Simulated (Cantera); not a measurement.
**Adiabatic ignition**

An adiabatic, constant-pressure homogeneous reactor starts with 5.80 % C3H8, 17.1 % O2, 64.4 % N2, 12.8 % H2O, equivalence ratio 1.7, at 1000 K and 12800 Torr.

Detailed kinetics in Cantera: GRI-Mech 3.0 (53 species, 325 reactions). GRI-Mech 3.0 was tuned for natural gas; its chemistry of propane as a main component is partial and can be far from experiment. The pressure lies above the range GRI-Mech 3.0 was tuned for (to about 10 atm).

| t (s) | T (K) | x C3H8 | x O2 | x H2O | x H | x H2 | x N2O | x CH2 |
|---|---|---|---|---|---|---|---|---|
| 6.00e-6 | 1000 | 0.0580 | 0.171 | 0.128 | <1e-12 | 3.65e-12 | <1e-12 | <1e-12 |
| 1.53e-5 | 1000 | 0.0580 | 0.171 | 0.128 | <1e-12 | 1.33e-11 | <1e-12 | <1e-12 |
| 3.91e-5 | 1000 | 0.0580 | 0.171 | 0.128 | <1e-12 | 6.74e-11 | <1e-12 | <1e-12 |
| 9.99e-5 | 1000 | 0.0580 | 0.171 | 0.128 | <1e-12 | 5.14e-10 | <1e-12 | <1e-12 |
| 0.000255 | 1000 | 0.0580 | 0.171 | 0.128 | 2.08e-12 | 4.90e-9 | <1e-12 | <1e-12 |
| 0.000651 | 1000 | 0.0580 | 0.171 | 0.128 | 4.75e-12 | 3.65e-8 | <1e-12 | <1e-12 |
| 0.00166 | 1000 | 0.0580 | 0.171 | 0.128 | 6.43e-12 | 1.64e-7 | <1e-12 | <1e-12 |
| 0.00424 | 1000 | 0.0579 | 0.170 | 0.128 | 8.71e-12 | 5.90e-7 | 1.68e-12 | <1e-12 |
| 0.0108 | 1000 | 0.0576 | 0.170 | 0.128 | 1.66e-11 | 2.33e-6 | 5.85e-12 | <1e-12 |
| 0.0277 | 999 | 0.0562 | 0.170 | 0.128 | 1.05e-10 | 1.83e-5 | 3.31e-11 | <1e-12 |
| 0.0706 | 2213 | <1e-12 | 4.16e-7 | 0.208 | 0.000462 | 0.0973 | 2.99e-9 | 1.05e-12 |
| 0.180 | 2213 | <1e-12 | 4.16e-7 | 0.208 | 0.000462 | 0.0973 | 2.92e-9 | 1.05e-12 |
| 0.460 | 2213 | <1e-12 | 4.16e-7 | 0.208 | 0.000462 | 0.0973 | 2.92e-9 | 1.05e-12 |
| 1.18 | 2213 | <1e-12 | 4.16e-7 | 0.208 | 0.000462 | 0.0973 | 2.92e-9 | 1.05e-12 |
| 3.00 | 2213 | <1e-12 | 4.16e-7 | 0.208 | 0.000462 | 0.0973 | 2.92e-9 | 1.05e-12 |
x: mole fraction; the columns are a selection and need not sum to one.

```yaml
time_of_steepest_temperature_rise: 44.9 ms
temperature at 3.00 s: 2213 K
equilibrium_temperature: 2213 K
x(C3H8) at 3.00 s: <1e-12 (gas-phase equilibrium <1e-12)
x(O2) at 3.00 s: 4.16e-7 (gas-phase equilibrium 4.16e-7)
x(H2O) at 3.00 s: 0.208 (gas-phase equilibrium 0.208)
```
